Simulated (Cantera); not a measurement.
Feed: 1 mol MgO, 0.28 mol SO₂, 0.17 mol CO₂, 0.066 mol SO₃, held at 1873 K and 13.3 mbar.

Method: chemical equilibrium by Gibbs-energy minimisation in Cantera with the NASA 1993 tables (ideal gas, pure condensed phases). Candidate condensed phases: C, Mg, MgCO₃, MgO, MgS, MgSO₄, S; 26 gas species. Rates play no part.

Base state: SO₂ 0.627, CO₂ 0.304, O₂ 0.0623, CO 0.00449, SO 0.000945, O 0.000511, SO₃ 0.000149 (mole fractions); condensed: MgO(s).

**Question.** What changes in the equilibrium state with this change: temperature from 1873 K to 1250 K?

**Answer.** 
```csv
species,before,after
SO₂,0.627,0.628
CO₂,0.304,0.310
O₂,0.0623,0.0587
CO,0.00449,5.99e-7
SO,0.000945,6.21e-8
O,0.000511,1.45e-7
"MgO(s), mol",1.00,1.00
```
